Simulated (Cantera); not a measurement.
Input: 1 mol SiO₂, 14 mol F₂, at 1323 K and 1.33 mbar.

Method: chemical equilibrium by Gibbs-energy minimisation in Cantera with the NASA 1993 tables (ideal gas, pure condensed phases). Candidate condensed phases: Si, SiO₂; 17 gas species. Kinetics and transport are ignored.

Base state: F 0.922, SiF₄ 0.0385, O₂ 0.0385, F₂ 0.000912 (mole fractions); condensed: gas only.

Task: What changes in the equilibrium state with this change: F₂ from 14 to 1.3 mol?

Result: 
```
species                before    after
-------------------  --------  -------
SiF₄                   0.0385    0.500
O₂                     0.0385    0.500
F                       0.922  8.37e-7
F₂                   0.000912    <1e-9
SiO₂(β-quartz), mol         0    0.350
```
The tables hold silica as quartz up to 1696 K and as liquid above; real silica turns to tridymite and cristobalite and melts near 1996 K.

Task: What changes in the equilibrium state with this change: temperature from 1323 K to 1900 K?

Result: 
| species | before | after |
|---|---|---|
| F | 0.922 | 0.922 |
| SiF₄ | 0.0385 | 0.0384 |
| O₂ | 0.0385 | 0.0376 |
| O | 1.43e-6 | 0.00159 |
| F₂ | 0.000912 | 9.00e-6 |
